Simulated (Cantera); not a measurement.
Feed: 1 mol SiH₄, 27 mol N₂O, 36 mol H₂, held at 0.0100 bar.

Method: chemical equilibrium by Gibbs-energy minimisation in Cantera with the NASA 1993 tables (ideal gas, pure condensed phases). Candidate condensed phases: H₂O, Si, SiO₂, Si₂N₂O, Si₃N₄; 35 gas species. The tables hold silica as quartz up to 1696 K and as liquid above; real silica turns to tridymite and cristobalite and melts near 1996 K. The numbers say what is thermodynamically allowed, not how fast it happens.

x: gas mole fraction; n: condensed amount in mol.

```json
[
 {"T (K)": "623", "x N₂": "0.415", "x H₂O": "0.385", "x H₂": "0.200", "x NH₃": "1.64e-5", "x H": "<1e-12", "x OH": "<1e-12", "n SiO₂(α-quartz)": "1.00", "n SiO₂(β-quartz)": "0"},
 {"T (K)": "723", "x N₂": "0.415", "x H₂O": "0.385", "x H₂": "0.200", "x NH₃": "4.05e-6", "x H": "<1e-12", "x OH": "<1e-12", "n SiO₂(α-quartz)": "1.00", "n SiO₂(β-quartz)": "0"},
 {"T (K)": "823", "x N₂": "0.415", "x H₂O": "0.385", "x H₂": "0.200", "x NH₃": "1.37e-6", "x H": "3.28e-11", "x OH": "<1e-12", "n SiO₂(α-quartz)": "1.00", "n SiO₂(β-quartz)": "0"},
 {"T (K)": "923", "x N₂": "0.415", "x H₂O": "0.385", "x H₂": "0.200", "x NH₃": "___", "x H": "___", "x OH": "___", "n SiO₂(α-quartz)": "0", "n SiO₂(β-quartz)": "1.00"},
 {"T (K)": "1023", "x N₂": "0.415", "x H₂O": "0.385", "x H₂": "0.200", "x NH₃": "2.89e-7", "x H": "1.85e-8", "x OH": "9.37e-11", "n SiO₂(α-quartz)": "0", "n SiO₂(β-quartz)": "1.00"},
 {"T (K)": "1123", "x N₂": "0.415", "x H₂O": "0.385", "x H₂": "0.200", "x NH₃": "___", "x H": "___", "x OH": "___", "n SiO₂(α-quartz)": "0", "n SiO₂(β-quartz)": "1.00"},
 {"T (K)": "1223", "x N₂": "0.415", "x H₂O": "0.385", "x H₂": "0.200", "x NH₃": "9.91e-8", "x H": "1.34e-6", "x OH": "2.33e-8", "n SiO₂(α-quartz)": "0", "n SiO₂(β-quartz)": "1.00"}
]
```

Task: Complete the blanks.

Result: 
- 1123, x NH₃: 1.62e-7
- 1123, x H: 1.90e-7
- 1123, x OH: 1.89e-9
- 923, x NH₃: 5.82e-7
- 923, x H: 1.09e-9
- 923, x OH: 2.44e-12
